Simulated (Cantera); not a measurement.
Catalytic stagnation flow on Pt

A jet of CH4 : O2 : N2 = 0.012 : 0.073 : 0.79 (molar parts) at 300 K and 0.109 atm hits a platinum plate 2.1 cm away at a mass flux of 0.1 kg/m²/s; the plate temperature is set and raised in steps from an oxygen-covered start.

Detailed kinetics in Cantera: Deutschmann's 1995 Pt surface mechanism with GRI-Mech 3.0 gas chemistry. Catalytic surfaces can have several steady states; this one follows from the mechanism file's or the stated starting coverage.

| plate T (K) | wall x CH4 | wall x O2 | wall x H2O | wall x OH | wall x CO | wall x CO2 | θ free Pt | θ O* |
|---|---|---|---|---|---|---|---|---|
| 900 | 0.0103 | 0.0761 | 0.00645 | 1.46e-8 | 3.97e-6 | 0.00420 | 0.208 | 0.791 |
| 950 | 0.00843 | 0.0722 | 0.00984 | 4.95e-8 | 4.51e-6 | 0.00642 | 0.277 | 0.722 |
| 1000 | 0.00677 | 0.0687 | 0.0129 | 1.39e-7 | 4.92e-6 | 0.00843 | 0.348 | 0.652 |
| 1050 | 0.00544 | 0.0659 | 0.0153 | 3.45e-7 | 5.27e-6 | 0.0100 | 0.418 | 0.581 |
| 1100 | 0.00443 | 0.0638 | 0.0172 | 7.66e-7 | 5.67e-6 | 0.0112 | 0.486 | 0.513 |
| 1150 | 0.00368 | 0.0622 | 0.0185 | 1.56e-6 | 6.18e-6 | 0.0121 | 0.551 | 0.448 |
x: mole fraction at the wall; θ: surface coverage.
